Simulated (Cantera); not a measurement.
# Ignition delay

Mixture: C3H8 : O2 : N2 = 1 : 9.8 : 36.9 (molar parts), at 500000 Pa, adiabatic and at constant pressure. Ignition delay is the time to a rise of 400 K.

Computed with Cantera and GRI-Mech 3.0 (53 species, 325 reactions). GRI-Mech 3.0 was tuned for natural gas; its chemistry of propane as a main component is partial and can be far from experiment.

```
T0 (K)  delay (ms)
------  ----------
1250         0.967
1325         0.276
1400        0.0937
1475        0.0380
1550        0.0181
1625       0.00996
```

```
Property                                                Result
--------------------------------------------------  ----------
apparent activation energy between 1475 and 1625 K  180 kJ/mol
```
